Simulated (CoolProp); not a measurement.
C3F8 (R218) along the isotherm 85.85 °C: Z from the reference equation and from simpler models built on Tc = 71.9 °C, pc = 2.640 MPa, ω = 0.317; each cubic takes its own stable root.

Model: reference Helmholtz-energy equation of state, Lemmon 2006, in CoolProp. It is a short technical equation, of lower accuracy than the large ones.

```
p (MPa)          phase  reference  van der Waals  Soave-Redlich-Kwong  Peng-Robinson
-------  -------------  ---------  -------------  -------------------  -------------
1.54               gas     0.8040         0.8152               0.8046         0.7851
3.08     supercritical          …         0.4129                    …         0.4694
4.62     supercritical     0.3136         0.4012               0.3638         0.3324
6.15     supercritical     0.3743         0.4870               0.4189         0.3799
7.69     supercritical     0.4425         0.5763               0.4833         0.4370
9.23     supercritical     0.5112         0.6651               0.5488         0.4955
10.8     supercritical     0.5807         0.7547               0.6152         0.5549
12.3     supercritical     0.6465         0.8392               0.6779         0.6111
13.8     supercritical     0.7116         0.9227               0.7398         0.6666
15.4     supercritical     0.7801          1.011               0.8050         0.7252
16.9     supercritical          …          1.093               0.8653         0.7795
18.5     supercritical     0.9109          1.179               0.9290              …
20       supercritical     0.9733              …               0.9881         0.8900
```

### Question
Complete the blanks.

### Answer

- 3.08, reference: 0.4712
- 3.08, Soave-Redlich-Kwong: 0.4978
- 16.9, reference: 0.8438
- 18.5, Peng-Robinson: 0.8368
- 20, van der Waals: 1.260
